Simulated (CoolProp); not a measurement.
c-C4F8 (RC318) at 253.64 K and 1.3 MPa is throttled through a valve to 0.109 MPa with no heat exchange. Each further row changes one setting.

Model: reference Helmholtz-energy equation of state, Platzer 1990, in CoolProp. This equation is an older, rougher fit; its heat capacities, sound speeds and derivatives of the liquid may be far off and weren't checked against measurements.

| case | temperature change (K) | final phase | final density (kg/m³) |
|---|---|---|---|
| as stated | +0.3 | liquid | 1660 |
| outlet pressure 0.0327 MPa | (withheld) | (withheld) | (withheld) |
| outlet pressure 0.142 MPa | +0.3 | liquid | 1660 |

**Question.** Fill in the missing entries.

**Answer.** 
- outlet pressure 0.0327 MPa, temperature change (K): -10.8
- outlet pressure 0.0327 MPa, final phase: two-phase, vapour fraction 0.089
- outlet pressure 0.0327 MPa, final density (kg/m³): 36.3
